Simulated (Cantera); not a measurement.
Cantera run:

```python
import numpy as np
import cantera as ct

gas_names = """
    CL CL2 H HCL H2 Si SiCL SiCL2 SiCL3 SiCL4 SiH SiHCL3 SiH2 SiH2CL2 SiH3 SiH3CL SiH4 Si2 Si3
""".split()
cond_names = """
    Si(cr) Si(L)
""".split()


# ... load() reads the species with a 1 bar reference pressure and builds the phases ...
atoms = {
    'Si': {'Si': 1},
    'Cl2': {'CL': 2},
    'H2': {'H': 2},
}
top_T = {}  # K; cautious upper limits of use, not melting points


# ... equilibrate(T, P, feed) seeds the gas with the atoms and calls Mixture.equilibrate('TP', solver="vcs", rtol=1e-11, max_steps=5000) ...
results = []
feed = {'Si': 1, 'Cl2': 1, 'H2': 0.49}  # mol
P = 310000  # Pa
for T in [698, 748, 798, 848, 898, 948, 998, 1048, 1098, 1148, 1198]:
    mix = equilibrate(T, P, feed)
    results.append((T, P, feed, dict(zip(mix.species_names, mix.species_moles))))
    x = sorted(zip(gas.X, gas.species_names), reverse=True)
    print(f"T = {T:g} K  P = {P:g} Pa  gas = {mix.phase_moles(0):.4g} mol")
    print("   x: " + "  ".join(f"{s} {v:.3e}" for v, s in x if v > 1e-06))
    print("   condensed (mol): " + ("  ".join(f"{mix.phase(i).name} {mix.phase_moles(i):.4g}"
          for i in range(1, mix.n_phases) if mix.phase_moles(i) > 1e-12) or "none"))
```

It prints:

```
T = 698 K  P = 310000 Pa  gas = 0.9492 mol
   x: H2 4.300e-01  SiCL4 4.020e-01  SiHCL3 1.634e-01  SiH2CL2 4.350e-03  HCL 2.090e-04  SiH3CL 2.480e-05  SiCL3 9.247e-06
   condensed (mol): Si(cr) 0.4592
T = 748 K  P = 310000 Pa  gas = 0.9499 mol
   x: H2 4.309e-01  SiCL4 4.038e-01  SiHCL3 1.601e-01  SiH2CL2 4.639e-03  HCL 4.776e-04  SiCL3 3.121e-05  SiH3CL 2.992e-05
   condensed (mol): Si(cr) 0.4599
T = 798 K  P = 310000 Pa  gas = 0.9506 mol
   x: H2 4.315e-01  SiCL4 4.055e-01  SiHCL3 1.570e-01  SiH2CL2 4.893e-03  HCL 9.818e-04  SiCL3 9.028e-05  SiH3CL 3.511e-05  SiCL2 2.275e-06
   condensed (mol): Si(cr) 0.4606
T = 848 K  P = 310000 Pa  gas = 0.9514 mol
   x: H2 4.319e-01  SiCL4 4.068e-01  SiHCL3 1.540e-01  SiH2CL2 5.113e-03  HCL 1.850e-03  SiCL3 2.299e-04  SiH3CL 4.026e-05  SiCL2 9.378e-06
   condensed (mol): Si(cr) 0.4613
T = 898 K  P = 310000 Pa  gas = 0.9524 mol
   x: H2 4.319e-01  SiCL4 4.077e-01  SiHCL3 1.512e-01  SiH2CL2 5.303e-03  HCL 3.242e-03  SiCL3 5.264e-04  SiH3CL 4.532e-05  SiCL2 3.289e-05
   condensed (mol): Si(cr) 0.4621
T = 948 K  P = 310000 Pa  gas = 0.9536 mol
   x: H2 4.314e-01  SiCL4 4.081e-01  SiHCL3 1.484e-01  SiH2CL2 5.463e-03  HCL 5.343e-03  SiCL3 1.102e-03  SiCL2 1.007e-04  SiH3CL 5.020e-05
   condensed (mol): Si(cr) 0.4629
T = 998 K  P = 310000 Pa  gas = 0.9552 mol
   x: H2 4.304e-01  SiCL4 4.077e-01  SiHCL3 1.456e-01  HCL 8.355e-03  SiH2CL2 5.594e-03  SiCL3 2.137e-03  SiCL2 2.746e-04  SiH3CL 5.484e-05
   condensed (mol): Si(cr) 0.4639
T = 1048 K  P = 310000 Pa  gas = 0.9574 mol
   x: H2 4.285e-01  SiCL4 4.061e-01  SiHCL3 1.426e-01  HCL 1.249e-02  SiH2CL2 5.692e-03  SiCL3 3.876e-03  SiCL2 6.777e-04  SiH3CL 5.913e-05
   condensed (mol): Si(cr) 0.4648
T = 1098 K  P = 310000 Pa  gas = 0.9604 mol
   x: H2 4.258e-01  SiCL4 4.031e-01  SiHCL3 1.392e-01  HCL 1.794e-02  SiCL3 6.631e-03  SiH2CL2 5.754e-03  SiCL2 1.534e-03  SiH3CL 6.299e-05
   condensed (mol): Si(cr) 0.4657
T = 1148 K  P = 310000 Pa  gas = 0.9647 mol
   x: H2 4.219e-01  SiCL4 3.979e-01  SiHCL3 1.354e-01  HCL 2.487e-02  SiCL3 1.077e-02  SiH2CL2 5.774e-03  SiCL2 3.216e-03  SiH3CL 6.630e-05
   condensed (mol): Si(cr) 0.4664
T = 1198 K  P = 310000 Pa  gas = 0.9706 mol
   x: H2 4.168e-01  SiCL4 3.900e-01  SiHCL3 1.309e-01  HCL 3.340e-02  SiCL3 1.667e-02  SiCL2 6.301e-03  SiH2CL2 5.745e-03  SiH3CL 6.893e-05
   condensed (mol): Si(cr) 0.4664
```

Method: chemical equilibrium by Gibbs-energy minimisation in Cantera with the NASA 1993 tables (ideal gas, pure condensed phases). The tables' values for SiCl3 are old estimates; treat these amounts as uncertain.
